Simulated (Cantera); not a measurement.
**Thermodynamics of silicon nitride deposition, feed SiH4 + NH3**

Input: 1 mol SiH4, 5.3 mol NH3, held at 1373 K and 0.0100 bar.

Method: chemical equilibrium by Gibbs-energy minimisation in Cantera with the NASA 1993 tables (ideal gas, pure condensed phases). Candidate condensed phases: Si, Si3N4; 18 gas species. The numbers say what is thermodynamically allowed, not how fast it happens.

The x(H2) is 0.834 and the x(N2) is 0.166. The x(H) is 3.04e-5 and the n(Si3N4(s)) comes out as 0.333 mol. The gas amount is 11.93 mol and the log10 activity of Si(s) (absent) comes out as -1.82.
